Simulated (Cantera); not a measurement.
Input: 1 mol SiH4, 0.024 mol C3H8, 64 mol H2, equilibrated at 1950 K and 10.0 mbar.

Equilibrium computed with Cantera from the NASA thermochemical tables; the gas is ideal and each condensed phase is pure. Candidate condensed phases: C, C6H6, C7H8, C8H18, Si, SiC; 87 gas species. Mutual solubility and eutectic melting of coexisting phases are not modelled. Gases not in the tables: Si2H6 and higher silanes. Equilibrium is a limit: real reactors are often held back by kinetics, nucleation or transport.

Base state: H2 0.986, H 0.0114, Si 0.00238, SiH 0.000181, SiH2 7.82e-5, Si2C 5.25e-5, Si2 2.18e-5 (mole fractions); condensed: Si(l) + SiC(s).

Question: What changes in the equilibrium state with this change: temperature from 1950 K to 2400 K?

Answer: 
```tsv
species	before	after
H2	0.986	0.840
H	0.0114	0.146
Si	0.00238	0.0130
SiC2	1.60e-7	0.000132
C2H2 (acetylene)	1.11e-6	0.000308
SiH2	7.82e-5	3.54e-5
Si(l), mol	0.745	0
SiC(s), mol	0.0683	0
```
